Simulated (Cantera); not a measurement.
What does this Cantera script print?

```python
import numpy as np
import cantera as ct

gas_names = """
    H HO2 H2 H2O H2O2 H2S H2SO4 O OH O2 O3 S SH SO SO2 SO3 S2 S2O S8
""".split()
cond_names = """
    H2O(s) H2O(L) H2SO4(L) S(cr1) S(cr2) S(L)
""".split()


# ... load() reads the species with a 1 bar reference pressure and builds the phases ...
atoms = {
    'SO2': {'S': 1, 'O': 2},
    'O2': {'O': 2},
    'H2O': {'H': 2, 'O': 1},
}
top_T = {}  # K; cautious upper limits of use, not melting points


# ... equilibrate(T, P, feed) seeds the gas with the atoms and calls Mixture.equilibrate('TP', solver="vcs", rtol=1e-11, max_steps=5000) ...
results = []
feed = {'SO2': 1, 'O2': 0.31, 'H2O': 2.5}  # mol
P = 82  # Pa
for T in [1325, 1425, 1525, 1625, 1725, 1825, 1925]:
    mix = equilibrate(T, P, feed)
    results.append((T, P, feed, dict(zip(mix.species_names, mix.species_moles))))

top = {s: max(r[3][s] / sum(r[3][g] for g in gas_names) for r in results) for s in gas_names}
cols = sorted((s for s in top if top[s] > 1e-06), key=lambda s: -top[s])[:5]
seen = [c for c in cond_names if any(r[3].get(c, 0) > 1e-12 for r in results)]
print("log10 of partial pressures in bar; condensed amounts in mol")
print(f"{'T/K':>10s}" + "".join(f"{s[:9]:>10s}" for s in cols + seen))
for T, P, feed, n in results:
    ng = sum(n[g] for g in gas_names)
    print(f"{T:10.4g}" + "".join(f"{np.log10(max(n[s] / ng * P / 1e5, 1e-99)):10.3f}" for s in cols)
          + "".join(f"{n.get(c, 0):10.4g}" for c in seen))
```

Result:

```
log10 of partial pressures in bar; condensed amounts in mol
       T/K       H2O       SO2        O2        OH        H2
      1325    -3.269    -3.667    -4.177    -6.865    -8.053
      1425    -3.269    -3.667    -4.177    -6.414    -7.363
      1525    -3.270    -3.667    -4.177    -6.023    -6.762
      1625    -3.271    -3.668    -4.178    -5.681    -6.234
      1725    -3.274    -3.669    -4.179    -5.379    -5.769
      1825    -3.279    -3.672    -4.178    -5.111    -5.359
      1925    -3.291    -3.678    -4.171    -4.873    -5.001
```

Cantera equilibrium calculation (NASA polynomials, part measured and part estimated; ideal gas, pure solids and liquids).
